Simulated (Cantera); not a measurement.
A freely propagating, adiabatic, planar premixed flame of H2 : O2 : N2 = 1 : 0.357 : 1.34 (molar parts), equivalence ratio 1.4, unburnt at 550 K and 368 Torr; mixture-averaged transport, grid criteria slope 0.08 and curve 0.16, no radiation.

Cantera simulation using the H2/O2 subset of GRI-Mech 3.0, which has no nitrogen chemistry; the numbers are that mechanism's predictions, not measurements. Burning velocities carry a grid error of a few per cent, more on coarse grids.

**Question.** Predict: laminar burning velocity; thermal thickness; peak x(H2O2); peak x(O); peak x(OH); peak x(HO2).

**Answer.** 
- laminar burning velocity = 703 cm/s
- thermal thickness = 1.11 mm
- peak x(H2O2) = 8.37e-6
- peak x(O) = 0.00912
- peak x(OH) = 0.0131
- peak x(HO2) = 0.000181
